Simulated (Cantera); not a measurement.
Cantera run, input and output.

```python
import numpy as np
import cantera as ct

gas = ct.Solution("gri30.yaml")
gas.TPX = 1150, 1000000, {'CO': 0.0073, 'O2': 0.013, 'H2O': 0.085, 'N2': 1}
reactor = ct.IdealGasConstPressureReactor(gas, energy="off", clone=False)
net = ct.ReactorNet([reactor])
net.rtol, net.atol = 1e-08, 1e-18
show = ['CO', 'O2', 'H2O', 'HO2', 'CO2']
times = np.geomspace(0.0007, 3, 13)

steps = ct.SolutionArray(gas, extra=["t"])
rows = []
print(f"{'t/s':>10s}{'T/K':>9s}{'P/Pa':>11s}" + "".join(f"{s:>11s}" for s in show))
for t in times:
    while net.time < t:
        t_next = net.step()
        steps.append(gas.state, t=t_next)
    rows.append([np.interp(t, steps.t, y) for y in (steps.T, steps.P, *steps(*show).X.T)])
    print(f"{t:10.3e}{rows[-1][0]:9.1f}{rows[-1][1]:11.4g}" + "".join(f"{x:11.3e}" for x in rows[-1][2:]))
rate = np.gradient(steps.T, steps.t)
print("integrator steps:", len(steps.t))
if steps.T.max() > steps.T[0] + 200:
    print(f"time of steepest temperature rise: {steps.t[rate.argmax()]:.4e} s")
gas.TPX = 1150, 1000000, {'CO': 0.0073, 'O2': 0.013, 'H2O': 0.085, 'N2': 1}
gas.equilibrate("TP")
print(f"equilibrium (TP): T = {gas.T:.1f} K  " + "  ".join(f"{s} {gas[s].X[0]:.3e}" for s in show))
```

It prints:

```
       t/s      T/K       P/Pa         CO         O2        H2O        HO2        CO2
 7.000e-04   1150.0      1e+06  6.604e-03  1.176e-02  7.690e-02  6.018e-08  2.171e-07
 1.405e-03   1150.0      1e+06  6.603e-03  1.176e-02  7.690e-02  2.793e-07  1.346e-06
 2.821e-03   1150.0      1e+06  6.584e-03  1.175e-02  7.690e-02  2.887e-06  2.088e-05
 5.664e-03   1150.0      1e+06  6.318e-03  1.162e-02  7.689e-02  7.443e-06  2.879e-04
 1.137e-02   1150.0      1e+06  5.706e-03  1.133e-02  7.689e-02  7.185e-06  9.018e-04
 2.283e-02   1150.0      1e+06  4.708e-03  1.085e-02  7.691e-02  6.484e-06  1.903e-03
 4.583e-02   1150.0      1e+06  3.354e-03  1.017e-02  7.697e-02  5.220e-06  3.261e-03
 9.200e-02   1150.0      1e+06  1.953e-03  9.471e-03  7.704e-02  3.590e-06  4.667e-03
 1.847e-01   1150.0      1e+06  9.004e-04  8.941e-03  7.710e-02  2.070e-06  5.723e-03
 3.708e-01   1150.0      1e+06  3.185e-04  8.648e-03  7.714e-02  9.864e-07  6.307e-03
 7.444e-01   1150.0      1e+06  7.647e-05  8.526e-03  7.715e-02  3.462e-07  6.550e-03
 1.494e+00   1150.0      1e+06  8.166e-06  8.491e-03  7.716e-02  5.416e-08  6.618e-03
 3.000e+00   1150.0      1e+06  1.017e-08  8.487e-03  7.716e-02  1.202e-09  6.626e-03
integrator steps: 1194
equilibrium (TP): T = 1150.0 K  CO 1.170e-10  O2 8.473e-03  H2O 7.716e-02  HO2 1.056e-09  CO2 6.626e-03
```

Model: GRI-Mech 3.0 (53 species, 325 reactions), integrated in Cantera.
